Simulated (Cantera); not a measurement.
Feed: 1 mol B2O3, 2.9 mol NF3, 8.7 mol N2, a varied amount of BCl3, equilibrated at 0.590 bar.

Method: chemical equilibrium by Gibbs-energy minimisation in Cantera with the NASA 1993 tables (ideal gas, pure condensed phases). Candidate condensed phases: B, BN, B2O3; 42 gas species. The tables' values for BCl2, BF2 are old estimates. Equilibrium is a limit: real reactors are often held back by kinetics, nucleation or transport.

**Question.** What condenses at these points (T in K, n(BCl3) in mol): (1473, 2.7); (1823, 4.4); (1473, 2.1); (1723, 2.1); (1523, 3.3)?

**Answer.** 
```csv
T (K),n(BCl3) in mol,condensed phases,B condensed (%)
1473,2.7,B2O3,12.1
1823,4.4,gas only,0.0
1473,2.1,gas only,0.0
1723,2.1,gas only,0.0
1523,3.3,B2O3,4.5
```
